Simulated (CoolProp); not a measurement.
Properties of octamethylcyclotetrasiloxane (D4) along the isobar 1.01 bar.

The numbers come from the reference Helmholtz-energy equation of state, Thol 2015 in CoolProp.

```json
[
 {"T (K)": "511.6", "phase": "gas", "density (kg/m³)": "7.381", "cv (kJ/(kg K))": "1.801", "isothermal compressibility (1/MPa)": "10.40", "expansivity (1/kK)": "2.320", "fugacity coefficient": "0.9562"},
 {"T (K)": "517.5", "phase": "gas", "density (kg/m³)": "7.281", "cv (kJ/(kg K))": "1.813", "isothermal compressibility (1/MPa)": "10.37", "expansivity (1/kK)": "2.277", "fugacity coefficient": "0.9580"},
 {"T (K)": "523.4", "phase": "gas", "density (kg/m³)": "7.185", "cv (kJ/(kg K))": "1.826", "isothermal compressibility (1/MPa)": "10.35", "expansivity (1/kK)": "2.235", "fugacity coefficient": "0.9597"},
 {"T (K)": "529.4", "phase": "gas", "density (kg/m³)": "7.090", "cv (kJ/(kg K))": "1.839", "isothermal compressibility (1/MPa)": "10.33", "expansivity (1/kK)": "2.195", "fugacity coefficient": "0.9614"},
 {"T (K)": "535.3", "phase": "gas", "density (kg/m³)": "7.000", "cv (kJ/(kg K))": "1.851", "isothermal compressibility (1/MPa)": "10.31", "expansivity (1/kK)": "2.158", "fugacity coefficient": "0.9630"},
 {"T (K)": "541.2", "phase": "gas", "density (kg/m³)": "6.912", "cv (kJ/(kg K))": "1.864", "isothermal compressibility (1/MPa)": "10.29", "expansivity (1/kK)": "2.122", "fugacity coefficient": "0.9644"},
 {"T (K)": "547.2", "phase": "gas", "density (kg/m³)": "6.825", "cv (kJ/(kg K))": "1.876", "isothermal compressibility (1/MPa)": "10.27", "expansivity (1/kK)": "2.087", "fugacity coefficient": "0.9659"},
 {"T (K)": "553.1", "phase": "gas", "density (kg/m³)": "6.742", "cv (kJ/(kg K))": "1.888", "isothermal compressibility (1/MPa)": "10.26", "expansivity (1/kK)": "2.054", "fugacity coefficient": "0.9672"},
 {"T (K)": "559", "phase": "gas", "density (kg/m³)": "6.662", "cv (kJ/(kg K))": "1.900", "isothermal compressibility (1/MPa)": "10.24", "expansivity (1/kK)": "2.022", "fugacity coefficient": "0.9685"},
 {"T (K)": "565", "phase": "gas", "density (kg/m³)": "6.582", "cv (kJ/(kg K))": "1.911", "isothermal compressibility (1/MPa)": "10.23", "expansivity (1/kK)": "1.991", "fugacity coefficient": "0.9697"},
 {"T (K)": "570.9", "phase": "gas", "density (kg/m³)": "6.506", "cv (kJ/(kg K))": "1.923", "isothermal compressibility (1/MPa)": "10.21", "expansivity (1/kK)": "1.962", "fugacity coefficient": "0.9709"},
 {"T (K)": "576.8", "phase": "gas", "density (kg/m³)": "6.431", "cv (kJ/(kg K))": "1.934", "isothermal compressibility (1/MPa)": "10.20", "expansivity (1/kK)": "1.934", "fugacity coefficient": "0.9720"},
 {"T (K)": "582.7", "phase": "gas", "density (kg/m³)": "6.359", "cv (kJ/(kg K))": "1.946", "isothermal compressibility (1/MPa)": "10.19", "expansivity (1/kK)": "1.907", "fugacity coefficient": "0.9731"}
]
```
